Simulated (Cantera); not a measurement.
A freely propagating, adiabatic, planar premixed flame of CH4 : CO : O2 : N2 : H2O = 1 : 0.38 : 1.68 : 6.33 : 0.38 (molar parts), equivalence ratio 1.3, unburnt at 473 K and 0.540 bar; mixture-averaged transport, grid criteria slope 0.08 and curve 0.16, no radiation.

Computed with Cantera and GRI-Mech 3.0 (53 species, 325 reactions). Burning velocities carry a grid error of a few per cent, more on coarse grids.

Task: What does this change do: inlet temperature 473 to 300 K?

Result: 
```json
[
 {"quantity": "laminar burning velocity", "before": "78.6 cm/s", "after": "34.4 cm/s"},
 {"quantity": "thermal thickness", "before": "0.686 mm", "after": "0.852 mm"},
 {"quantity": "peak x(HCO)", "before": "5.01e-5", "after": "3.24e-5"},
 {"quantity": "peak x(H)", "before": "0.0115", "after": "0.00900"}
]
```
